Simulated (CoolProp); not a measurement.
Computed with CoolProp (reference Helmholtz-energy equation of state, Lemmon 2013).

Question: For propylene, give the phase and the cp (kJ/(kg K)), isothermal compressibility (1/MPa), expansivity (1/kK), conductivity (mW/(m K)) at 372.9 K and 6220 kPa; 499.2 K and 6220 kPa.

Answer: 
- 372.9 K and 6220 kPa: supercritical; cp 5.35, isothermal compressibility 0.124, expansivity 19.5, conductivity 76.7
- 499.2 K and 6220 kPa: supercritical; cp 2.57, isothermal compressibility 0.189, expansivity 3.63, conductivity 51.8

Thermal conductivity comes from a separate model (Huber 2003), an estimate that may be off by 10 % or more.
